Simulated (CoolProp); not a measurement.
Saturated liquid density (kg/m³) of ethanol: the reference equation beside estimates from Tc = 241.6 °C, pc = 6268 kPa, ω = 0.644.

Values from CoolProp's reference Helmholtz-energy equation of state, Schroeder 2014.

```
T (°C)  reference  Redlich-Kwong  Soave-Redlich-Kwong
------  ---------  -------------  -------------------
-8.95       813.9          651.3                691.2
-4.25       809.9          647.5                688.3
0.45        806.0          643.6                685.3
5.15        802.0          639.6                682.3
9.85        798.0          635.6                679.1
14.45       794.1          631.6                676.0
19.15       790.1          627.4                672.7
23.85       786.0          623.2                669.3
```

Absolute difference from the reference over all 8 rows, mean and median: Redlich-Kwong 20.3 and 20.3 %, Soave-Redlich-Kwong 14.9 and 14.9 %.
